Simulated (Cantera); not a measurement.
An isothermal, constant-pressure homogeneous reactor starts with H2 : O2 : N2 = 0.69 : 1 : 4.6 (molar parts), equivalence ratio 0.34, at 1025 K and 13300 Pa. Integrator tolerance rtol = 1e-08.

Model: the H2/O2 subset of GRI-Mech 3.0, which has no nitrogen chemistry, integrated in Cantera. Radical loss at walls, strong at low pressure, is not modelled. The temperature is held fixed by assumption; the heat of reaction is taken as removed at once.

Q: What does this change do: temperature 1025 to 825 K?

A: 
```csv
quantity,before,after
x(H2) at 5.00 s,2.75e-9 (gas-phase equilibrium 1.74e-10),0.0213 (gas-phase equilibrium <1e-12)
x(O2) at 5.00 s,0.110 (gas-phase equilibrium 0.110),0.120 (gas-phase equilibrium 0.110)
x(H2O2) at 5.00 s,9.17e-10 (gas-phase equilibrium 5.41e-11),0.000189 (gas-phase equilibrium 2.64e-12)
x(O) at 5.00 s,5.58e-9 (gas-phase equilibrium 3.02e-10),3.74e-8 (gas-phase equilibrium <1e-12)
x(H2O) at 5.00 s,0.116 (gas-phase equilibrium 0.116),0.0933 (gas-phase equilibrium 0.116)
x(HO2) at 5.00 s,1.01e-9 (gas-phase equilibrium 5.52e-10),9.60e-6 (gas-phase equilibrium 1.26e-11)
```
Below about 950 K walls govern HO2 and H2O2 in real vessels.
